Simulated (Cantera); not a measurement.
A perfectly stirred reactor is fed with 21.4 % CO, 2.05 % H₂, 4.06 % CH₄, 15.3 % O₂, 57.3 % N₂, equivalence ratio 1.3, at 0.434 atm; it is adiabatic with a 598 K inlet, and is followed from long to short residence time, starting on the burning branch (τ in s: 0.03, 0.015, 0.0072, 0.0035, 0.0017, 0.00084, 0.00041, 0.0002, 0.0001, 4.9e-05, 2.4e-05).

Computed with Cantera and GRI-Mech 3.0 (53 species, 325 reactions).

**Question.** Predict: blow-out, bracketed by the residence times tried; x(CO) at τ = 30.0 ms; x(H₂) at τ = 30.0 ms; x(CH₄) at τ = 30.0 ms; x(O) at τ = 30.0 ms; x(H) at τ = 30.0 ms; x(CO) at τ = 0.840 ms; x(H₂) at τ = 0.840 ms; x(CH₄) at τ = 0.840 ms; x(O) at τ = 0.840 ms; x(H) at τ = 0.840 ms.

**Answer.** 
| Property | Value |
|---|---|
| blow-out, bracketed by the residence times tried | burning at 0.100 ms, out at 49.0 µs |
| x(CO) at τ = 30.0 ms | 0.108 |
| x(H₂) at τ = 30.0 ms | 0.0106 |
| x(CH₄) at τ = 30.0 ms | 3.05e-6 |
| x(O) at τ = 30.0 ms | 0.00231 |
| x(H) at τ = 30.0 ms | 0.00504 |
| x(CO) at τ = 0.840 ms | 0.128 |
| x(H₂) at τ = 0.840 ms | 0.0155 |
| x(CH₄) at τ = 0.840 ms | 5.32e-5 |
| x(O) at τ = 0.840 ms | 0.0109 |
| x(H) at τ = 0.840 ms | 0.0242 |
